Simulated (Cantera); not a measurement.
A closed system holds: 1 mol CO2, 1.3 mol H2, 42 mol N2, held at 2423 K and 7.10 mbar.

These are equilibrium values from Cantera (NASA tables, ideal gas, pure condensed phases), not measurements of a reactor. Candidate condensed phases: C, C6H6, C7H8, C8H18, H2O; 136 gas species. Equilibrium is a limit: real reactors are often held back by kinetics, nucleation or transport.

Base state: N2 0.930, H 0.0205, CO 0.0196, H2 0.00952, H2O 0.00749, O 0.00439, OH 0.00305, CO2 0.00258 (mole fractions); condensed: gas only.

Q: What changes in the equilibrium state with this change: temperature from 2423 K to 1300 K?

A: 
```
species   before    after
-------  -------  -------
N2         0.930    0.948
H2       0.00952   0.0148
H2O      0.00749   0.0145
H         0.0205  1.60e-6
CO        0.0196   0.0145
O        0.00439    <1e-9
NO       0.00179    <1e-9
O2       0.00143    <1e-9
OH       0.00305  2.04e-8
CO2      0.00258  0.00806
```

Q: What changes in the equilibrium state with this change: N2 from 42 to 3.9 mol?

A: 
| species | before | after |
|---|---|---|
| N2 | 0.930 | 0.598 |
| CO | 0.0196 | 0.126 |
| H2O | 0.00749 | 0.0938 |
| CO2 | 0.00258 | 0.0279 |
| H2 | 0.00952 | 0.0708 |
| OH | 0.00305 | 0.0140 |
| H | 0.0205 | 0.0560 |
| O2 | 0.00143 | 0.00405 |
| O | 0.00439 | 0.00739 |
| NO | 0.00179 | 0.00242 |
